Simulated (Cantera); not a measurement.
**Counterflow diffusion flame**

A counterflow diffusion flame at 0.600 bar, nozzles 20 mm apart: fuel side H2 : N2 = 1 : 0.26 (molar parts) at 325 K, oxidiser side O2 : N2 = 0.24 : 0.76 (molar parts) at 650 K, fuel mass flux 0.69 times the oxidiser's; mixture-averaged transport, no radiation.

Computed with Cantera and the H2/O2 subset of GRI-Mech 3.0, which has no nitrogen chemistry. The maximum strain rate includes the flame's own expansion and is several times the mean.

| oxidiser flux (kg/m²/s) | max strain (1/s) | mean strain (1/s) | T max (K) | peak x OH | peak x H | peak x H2O | peak x HO2 |
|---|---|---|---|---|---|---|---|
| 0.36 | 505 | 132 | 2356 | 0.0248 | 0.0254 | 0.286 | 4.88e-5 |
| 0.6 | 796 | 220 | 2270 | 0.0247 | 0.0300 | 0.281 | 6.44e-5 |
| 0.99 | 1250 | 362 | 2174 | 0.0238 | 0.0350 | 0.277 | 8.06e-5 |
| 1.7 | 2060 | 622 | 2061 | 0.0222 | 0.0407 | 0.272 | 9.74e-5 |
| 2.7 | 3150 | 988 | 1968 | 0.0208 | 0.0460 | 0.268 | 0.000112 |
| 4.6 | 5180 | 1680 | 1858 | 0.0187 | 0.0522 | 0.263 | 0.000128 |
| 7.6 | 8250 | 2780 | 1747 | 0.0161 | 0.0569 | 0.256 | 0.000143 |
x: mole fraction; the columns are a selection and need not sum to one.
